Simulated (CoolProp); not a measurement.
Vapour-liquid equilibrium of acetone (1) + toluene (2) at 747 kPa; x and y are mole fractions of (1).

Computed with CoolProp (multi-fluid Helmholtz-energy mixture model, Lemmon 2006 and Lemmon 2006; pair parameters Bell 2016).

Question: Give the bubble temperature and the first vapour's composition at x = 0.05, 0.5, 0.8. Is there an azeotrope?

Answer: x = 0.05: 191.1 °C, y = 0.164; x = 0.5: 150.2 °C, y = 0.761; x = 0.8: 136.7 °C, y = 0.916. No azeotrope shows between x = 0.05 and 0.95.

The pair parameters rest on a limited set of measurements; away from them the model extrapolates.
